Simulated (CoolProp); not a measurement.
Vapour-liquid equilibrium of R134a (1) + R141b (2) at 269.1 K; x and y are mole fractions of (1).

Model: multi-fluid Helmholtz-energy mixture model, Tillner-Roth 1994 and Lemmon 2006; pair parameters Bell 2016, in CoolProp.

```
x      bubble pressure, mixture model (MPa)  bubble pressure, Raoult's law (MPa)  y, mixture model  y, Raoult's law
-----  ------------------------------------  -----------------------------------  ----------------  ---------------
0.05                                0.04257                              0.03473             0.474            0.363
0.125                                   ___                              0.05190             0.698            0.607
0.2                                 0.09397                              0.06907             0.791            0.730
0.275                                0.1156                              0.08624             0.842            0.804
0.35                                 0.1346                               0.1034             0.874            0.854
0.425                                0.1513                               0.1206             0.896            0.889
0.5                                     ___                               0.1377             0.913            0.915
0.575                                0.1793                               0.1549             0.927            0.936
0.65                                 0.1916                               0.1721               ___            0.953
0.725                                0.2036                               0.1892             0.950            0.966
0.8                                     ___                               0.2064             0.962            0.977
0.875                                0.2283                               0.2236             0.974            0.987
0.95                                 0.2421                               0.2408             0.989            0.995
```

Task: What belongs in the gaps?

Result: 
- 0.125, bubble pressure, mixture model (MPa): 0.06958
- 0.5, bubble pressure, mixture model (MPa): 0.1660
- 0.65, y, mixture model: 0.939
- 0.8, bubble pressure, mixture model (MPa): 0.2156

The largest gap from Raoult's law is +36.1 % in bubble pressure, at x = 0.2. No azeotrope shows between x = 0.05 and 0.95.

Pair parameters are fitted to limited data, so mixtures are less certain than the pure fluids.
